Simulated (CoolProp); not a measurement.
C2F6 (R116) at 315.82 K and 0.304 MPa is throttled through a valve to 0.185 MPa with no heat exchange. Each further row changes one setting.

Model: reference Helmholtz-energy equation of state, Lemmon 2006, in CoolProp. It is a short technical equation, of lower accuracy than the large ones.

```json
[
 {"case": "as stated", "temperature change (K)": "?", "final density (kg/m³)": "?"},
 {"case": "outlet pressure 0.0555 MPa", "temperature change (K)": "?", "final density (kg/m³)": "?"},
 {"case": "outlet pressure 0.24 MPa", "temperature change (K)": "?", "final density (kg/m³)": "?"}
]
```

**Question.** Complete the blanks.

**Answer.** 
- as stated, temperature change (K): -0.9
- as stated, final density (kg/m³): 9.91
- outlet pressure 0.0555 MPa, temperature change (K): -1.8
- outlet pressure 0.0555 MPa, final density (kg/m³): 2.95
- outlet pressure 0.24 MPa, temperature change (K): -0.5
- outlet pressure 0.24 MPa, final density (kg/m³): 12.9
